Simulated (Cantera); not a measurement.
Feed: 1 mol Cr2O3, 250 mol H2, at 1075 °C and 62000 Pa.

Method: chemical equilibrium by Gibbs-energy minimisation in Cantera with the NASA 1993 tables (ideal gas, pure condensed phases). Candidate condensed phases: Cr, Cr2O3, H2O; 13 gas species. Mutual solubility and eutectic melting of coexisting phases are not modelled. Equilibrium is a limit: real reactors are often held back by kinetics, nucleation or transport.

Problem. What is the equilibrium state?

Solution. 
```json
{
  "x(H2)": "1.000",
  "x(H2O)": "0.000404",
  "x(H)": "2.94e-6",
  "n(Cr(s))": "0.0674 mol",
  "n(Cr2O3(s))": "0.966 mol",
  "gas_amount": "250.0 mol"
}
```
